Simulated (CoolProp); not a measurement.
R407C along the isotherm 118.95 °C: Z from the reference equation and from simpler models built on Tc = 86.2 °C, pc = 4.632 MPa, ω = 0.363; each cubic takes its own stable root.

Computed with CoolProp (reference Helmholtz-energy equation of state, Lemmon 2003). It is a pseudo-pure fit of the blend.

```json
[
 {"p (MPa)": "0.146", "phase": "gas", "reference": "0.9915"},
 {"p (MPa)": "0.215", "phase": "gas", "reference": "0.9875"},
 {"p (MPa)": "0.316", "phase": "gas", "reference": "0.9816"},
 {"p (MPa)": "0.463", "phase": "gas", "reference": "0.9729"},
 {"p (MPa)": "0.68", "phase": "gas", "reference": "0.9599"},
 {"p (MPa)": "0.998", "phase": "gas", "reference": "0.9406"},
 {"p (MPa)": "1.46", "phase": "gas", "reference": "0.9118"},
 {"p (MPa)": "2.15", "phase": "gas", "reference": "0.8670"},
 {"p (MPa)": "3.16", "phase": "gas", "reference": "0.7969"},
 {"p (MPa)": "4.63", "phase": "gas", "reference": "0.6825"},
 {"p (MPa)": "6.8", "phase": "supercritical", "reference": "0.4863"},
 {"p (MPa)": "9.98", "phase": "supercritical", "reference": "0.3871"},
 {"p (MPa)": "14.6", "phase": "supercritical", "reference": "0.4645"},
 {"p (MPa)": "21.5", "phase": "supercritical", "reference": "0.6102"},
 {"p (MPa)": "31.6", "phase": "supercritical", "reference": "0.8229"},
 {"p (MPa)": "46.3", "phase": "supercritical", "reference": "1.121"}
]
```

**Question.** How far does each simpler model (van der Waals, Soave-Redlich-Kwong) lie from the reference over these 16 states: mean and median of the absolute difference, and the worst?

**Answer.** 
- van der Waals: mean 11.3 %, median 1.0 %, worst +38.2 % at 118.95 °C and 46.3 MPa
- Soave-Redlich-Kwong: mean 6.1 %, median 1.7 %, worst +22.2 % at 118.95 °C and 9.98 MPa
